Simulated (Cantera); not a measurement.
Feed: 1 mol FeS, 560 mol H₂, 0.68 mol H₂O, held at 2073 K and 2.80 bar.

Method: chemical equilibrium by Gibbs-energy minimisation in Cantera with the NASA 1993 tables (ideal gas, pure condensed phases). Candidate condensed phases: Fe, FeO, Fe(OH)₂, Fe(OH)₃, FeS, FeSO₄, FeS₂, Fe₂O₃, Fe₂(SO₄)₃, Fe₃O₄, H₂O, H₂SO₄, S; 22 gas species. Equilibrium is a limit: real reactors are often held back by kinetics, nucleation or transport.

Base state: H₂ 0.995, H₂S 0.00160, H 0.00157, H₂O 0.00121, Fe 0.000287, SH 0.000165 (mole fractions); condensed: Fe(l).

Q: What changes in the equilibrium state with this change: temperature from 2073 K to 1973.15 K?

A: 
```
species       before     after
----------  --------  --------
H₂             0.995     0.996
H₂S          0.00160   0.00167
H₂O          0.00121   0.00121
H            0.00157  0.000806
Fe          0.000287   9.59e-5
SH          0.000165  0.000106
Fe(l), mol     0.839     0.946
```

Q: What changes in the equilibrium state with this change: temperature from 2073 K to 1675 K?

A: 
```
species       before    after
----------  --------  -------
H₂             0.995    0.997
H₂S          0.00160  0.00176
H₂O          0.00121  0.00121
H            0.00157  6.93e-5
Fe          0.000287  1.48e-6
SH          0.000165  1.87e-5
Fe(l), mol     0.839        0
Fe(δ), mol         0    0.999
```

Q: What changes in the equilibrium state with this change: temperature from 2073 K to 1175 K?

A: 
| species | before | after |
|---|---|---|
| H₂ | 0.995 | 0.997 |
| H₂S | 0.00160 | 0.00178 |
| H₂O | 0.00121 | 0.00121 |
| H | 0.00157 | 7.31e-8 |
| Fe | 0.000287 | <1e-9 |
| SH | 0.000165 | 1.23e-7 |
| Fe(l), mol | 0.839 | 0 |
| Fe(α), mol | 0 | 1.00 |
